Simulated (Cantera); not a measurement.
Input: 1 mol HMDSO, 7.8 mol H2O, 57 mol H2, 0.15 mol O2, held at 798.15 K and 0.750 Torr.

Method: chemical equilibrium by Gibbs-energy minimisation in Cantera with the NASA 1993 tables (ideal gas, pure condensed phases). Candidate condensed phases: C, C6H6, C7H8, C8H18, H2O, Si, SiC, SiO2; 123 gas species. The feed counts by its element totals alone. Rates play no part.

Task: What is the equilibrium state?

Result: 
- x(H2) = 0.934
- x(CO) = 0.0626
- x(H2O) = 0.00143
- x(CH4) = 0.00121
- x(CO2) = 0.000411
- n(C(graphite)) = 0.950 mol
- n(SiO2(α-quartz)) = 2.00 mol
- gas amount = 78.66 mol
- log10 activity of Si(s) (absent) = -17.84
